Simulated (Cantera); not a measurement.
A closed system holds: 1 mol SiHCl3, 5 mol HCl, 100 mol H2, equilibrated at 1348.15 K and 0.220 bar.

Cantera equilibrium calculation (NASA polynomials, part measured and part estimated; ideal gas, pure solids and liquids). The tables' values for SiCl3 are old estimates; treat these amounts as uncertain. Rates play no part.

```csv
species,before,after
H2,0.939,0.934
HCl,0.0520,0.0560
SiCl2,0.00597,0.00912
Si,<1e-9,1.23e-5
SiCl,4.91e-8,2.92e-5
SiCl4,0.00105,2.83e-6
SiH2,1.18e-7,2.41e-5
H,4.79e-6,0.000725
Cl,2.21e-7,3.33e-5
```
Gas species are given as mole fractions.

### Question
What was changed between the two runs?
(A) SiHCl3 replaced by Si3H8
(B) temperature from 1348.15 K to 1075 K
(C) HCl from 5 to 0.035 mol
(D) temperature from 1348.15 K to 1798 K

### Answer
D, temperature from 1348.15 K to 1798 K. The tables' values for SiCl3, SiCl are old estimates; treat these amounts as uncertain. Gases not in the tables: Si2H6 and higher silanes
